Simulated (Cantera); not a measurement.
# Pyrogenic steam for wet oxidation

An isothermal, constant-pressure homogeneous reactor starts with H2 : O2 : N2 = 1.3 : 1 : 1 (molar parts), equivalence ratio 0.65, at 1125 K and 13300 Pa.

Computed with Cantera and the H2/O2 subset of GRI-Mech 3.0, which has no nitrogen chemistry. The temperature is held fixed by assumption; the heat of reaction is taken as removed at once.

```tsv
t (s)	x H2	x O2	x H2O2	x O	x H
2.00e-6	0.394	0.303	<1e-12	2.06e-11	4.72e-10
8.13e-6	0.394	0.303	1.28e-12	2.46e-10	2.14e-9
3.30e-5	0.394	0.303	2.19e-11	3.81e-9	2.33e-8
0.000134	0.394	0.303	3.11e-9	4.65e-6	2.75e-5
0.000546	0.0215	0.140	5.98e-6	0.00773	0.0267
0.00222	0.000895	0.132	3.32e-6	0.000180	8.85e-5
0.00902	4.92e-5	0.132	6.67e-7	1.04e-5	1.29e-6
0.0366	2.91e-6	0.132	1.27e-7	1.15e-6	3.88e-8
0.149	3.54e-7	0.132	2.74e-8	2.01e-7	2.59e-9
0.605	7.01e-8	0.132	6.62e-9	4.39e-8	2.62e-10
2.46	1.80e-8	0.132	1.78e-9	1.12e-8	3.54e-11
10.0	9.31e-9	0.132	8.08e-10	4.91e-9	1.24e-11
```
x: mole fraction; the columns are a selection and need not sum to one.

Equilibrium at this temperature and pressure: H2 8.97e-9, O2 0.132, H2O2 7.63e-10, O 4.62e-9, H 1.16e-11 (gas phase only).
